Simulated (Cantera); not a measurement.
## FeS₂ + H₂ (hydrogen reduction and annealing atmospheres)

Feed: 1 mol FeS₂, 2300 mol H₂, equilibrated at 18000 Pa.

Equilibrium computed with Cantera from the NASA thermochemical tables; the gas is ideal and each condensed phase is pure. Candidate condensed phases: Fe, FeS, FeS₂, S; 8 gas species. FeS: taken at fixed stoichiometry. Equilibrium is a limit: real reactors are often held back by kinetics, nucleation or transport.

At 950 K the condensed part is Fe(α) + FeS(s). From 1025 K to 1175 K the condensed part is Fe(α). From 1250 K to 1550 K the condensed part is Fe(γ).

```csv
T (K),log p H₂,log p H₂S,log p H,log p SH,log p Fe,log p S₂,log p S,n Fe(α),n FeS(s),n Fe(γ)
950,-0.75,-3.88,-9.63,-9.18,<-12,-11.04,<-12,0.671,0.329,0
1025,-0.75,-3.81,-8.73,-8.44,<-12,-10.16,<-12,1.00,0,0
1100,-0.75,-3.81,-7.96,-7.87,-11.90,-9.53,-11.90,1.00,0,0
1175,-0.75,-3.81,-7.28,-7.37,-10.68,-8.98,-10.97,1.00,0,0
1250,-0.75,-3.81,-6.69,-6.93,-9.61,-8.50,-10.15,0,0,1.000
1325,-0.75,-3.81,-6.16,-6.54,-8.66,-8.08,-9.43,0,0,1.000
1400,-0.75,-3.81,-5.69,-6.20,-7.81,-7.70,-8.78,0,0,1.000
1475,-0.75,-3.81,-5.26,-5.88,-7.06,-7.36,-8.20,0,0,0.999
1550,-0.75,-3.81,-4.87,-5.61,-6.38,-7.05,-7.67,0,0,0.995
```
log p: log10 of the partial pressure in bar; n: condensed amount in mol.
